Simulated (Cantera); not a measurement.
## Equilibrium for nitride etching: Si₃N₄ + Cl₂

Charge: 1 mol Si₃N₄, 24 mol Cl₂, at 1475 K.

Method: chemical equilibrium by Gibbs-energy minimisation in Cantera with the NASA 1993 tables (ideal gas, pure condensed phases). Candidate condensed phases: Si, Si₃N₄; 13 gas species. The tables' values for SiCl₃ are old estimates; treat these amounts as uncertain. Equilibrium is a limit: real reactors are often held back by kinetics, nucleation or transport.

From 1.00 Pa to 100000 Pa nothing is condensed. The main Si-bearing gas is SiCl₄ throughout.

```tsv
P (Pa)	x Cl	x Cl₂	x SiCl₄	x N₂	x SiCl₃	x SiCl₂
1	0.876	0.00317	0.0619	0.0483	0.00744	0.00304
3.60	0.866	0.0111	0.0711	0.0492	0.00240	0.000276
13	0.836	0.0375	0.0751	0.0506	0.000727	2.40e-5
46	0.756	0.109	0.0808	0.0541	0.000245	2.52e-6
170	0.597	0.250	0.0914	0.0610	9.47e-5	3.34e-7
600	0.410	0.417	0.104	0.0691	4.43e-5	6.44e-8
2200	0.249	0.561	0.114	0.0761	2.20e-5	1.44e-8
7700	0.144	0.655	0.121	0.0807	1.15e-5	3.74e-9
28000	0.0785	0.713	0.125	0.0835	6.00e-6	9.77e-10
100000	0.0425	0.745	0.128	0.0851	3.16e-6	2.67e-10
```
x: gas mole fraction; nothing condenses.
